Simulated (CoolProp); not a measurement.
Vapour-liquid equilibrium of trans-2-butene (1) + acetone (2) at 449 kPa; x and y are mole fractions of (1).

The numbers come from the multi-fluid Helmholtz-energy mixture model, Lemmon 2005 and Lemmon 2006; pair parameters Bell 2016 in CoolProp.

| x | bubble temperature, mixture model (°C) | bubble temperature, Raoult's law (°C) | y, mixture model | y, Raoult's law |
|---|---|---|---|---|
| 0.05 | 96.2 | 101.9 | 0.262 | 0.174 |
| 0.15 | 79.2 | 92.0 | 0.565 | 0.429 |
| 0.25 | 68.6 | 83.7 | 0.706 | 0.600 |
| 0.35 | 62.2 | 76.6 | 0.777 | 0.718 |
| 0.45 | 58.1 | 70.4 | 0.819 | 0.802 |
| 0.55 | 55.4 | 65.0 | 0.848 | 0.863 |
| 0.65 | 53.3 | 60.3 | 0.872 | 0.909 |
| 0.75 | 51.5 | 56.1 | 0.897 | 0.944 |
| 0.85 | 49.7 | 52.3 | 0.927 | 0.970 |
| 0.95 | 48.1 | 48.9 | 0.970 | 0.991 |

The largest gap from Raoult's law is -15.1 K in bubble temperature, at x = 0.25. No azeotrope shows between x = 0.05 and 0.95.

The pair parameters rest on a limited set of measurements; away from them the model extrapolates.
